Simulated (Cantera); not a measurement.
A closed system holds: 1 mol CH3SiH3, 0.0051 mol C2H2, 1100 mol H2, equilibrated at 450 Pa.

Cantera equilibrium calculation (NASA polynomials, part measured and part estimated; ideal gas, pure solids and liquids). Candidate condensed phases: C, C6H6, C7H8, C8H18, Si, SiC; 87 gas species. The feed counts by its element totals alone. Rates play no part.

Task: Which condensed phases are stable at each of these points (T (K)): 1823, 1923, 2023, 2123, 2223, 2323, 2423, 2523?

Result: 
| T (K) | condensed phases | Si condensed (%) |
|---|---|---|
| 1823 | SiC(s) | 92.3 |
| 1923 | SiC(s) | 66.8 |
| 2023 | gas only | 0.0 |
| 2123 | gas only | 0.0 |
| 2223 | gas only | 0.0 |
| 2323 | gas only | 0.0 |
| 2423 | gas only | 0.0 |
| 2523 | gas only | 0.0 |

From 1823 K to 1923 K the condensed part is SiC(s). From 2023 K to 2523 K nothing is condensed.
